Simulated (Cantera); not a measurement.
Feed: 1 mol BCl3, 35 mol N2.

Cantera equilibrium calculation (NASA polynomials, part measured and part estimated; ideal gas, pure solids and liquids). Candidate condensed phases: B, BN; 10 gas species. N2 is the only nitrogen source here; it is nearly inert below about 1500 K, so the nitride shown seldom forms there in practice. The tables' values for BCl2 are old estimates. The numbers say what is thermodynamically allowed, not how fast it happens.

Stable condensed phases, one row left out:

```
T in °C \ P in Pa
             10     25     63    160    400   1000   2500   6300  16000  40000 100000
   1577       A      A      A      A      A      A      A      B      B      B      B
   1502       A      A      A      A      A      B      B      B      B      B      B
   1427       A      A      A      B      B      B      B      B      B      B      B
   1277       B      B      B      B      B      B      B      B      B      B      B
   1202       B      B      B      B      B      B      B      B      B      B      B
   1127       B      B      B      B      B      B      B      B      B      B      B
   1052       B      B      B      B      B      B      B      B      B      B      B
    977       B      B      B      B      B      B      B      B      B      A      A
```

A: gas only; B: BN.

Question: Give the row for 1352 °C.

Answer: 10: gas only; 25: BN; 63: BN; 160: BN; 400: BN; 1000: BN; 2500: BN; 6300: BN; 16000: BN; 40000: BN; 100000: BN.
